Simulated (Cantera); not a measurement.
## Thermodynamics of iron carbonyl, mercury and lead vapours, feed HgO + H2

Feed: 1 mol HgO, a varied amount of H2, at 825 K and 9.40 bar.

Method: chemical equilibrium by Gibbs-energy minimisation in Cantera with the NASA 1993 tables (ideal gas, pure condensed phases). Candidate condensed phases: H2O, Hg, HgO; 10 gas species. Equilibrium is a limit: real reactors are often held back by kinetics, nucleation or transport.

```tsv
n(H2) (mol)	x Hg	x H2	x H2O	x O2	x OH	n HgO(s)
0.081	0.615	<1e-12	0.155	0.230	1.33e-9	0.678
0.12	0.615	<1e-12	0.155	0.230	1.33e-9	0.523
0.18	0.615	<1e-12	0.155	0.230	1.33e-9	0.284
0.26	0.613	<1e-12	0.160	0.227	1.34e-9	0
0.39	0.590	<1e-12	0.230	0.180	1.52e-9	0
0.59	0.557	<1e-12	0.329	0.114	1.62e-9	0
0.87	0.517	<1e-12	0.450	0.0336	1.40e-9	0
1.3	0.435	0.130	0.435	<1e-12	<1e-12	0
1.9	0.345	0.310	0.345	<1e-12	<1e-12	0
2.9	0.256	0.487	0.256	<1e-12	<1e-12	0
```
x: gas mole fraction; n: condensed amount in mol.

From 0.081 mol H2 to 0.18 mol H2 the condensed part is HgO(s). From 0.26 mol H2 to 2.9 mol H2 nothing is condensed. The main Hg-bearing gas is Hg throughout.
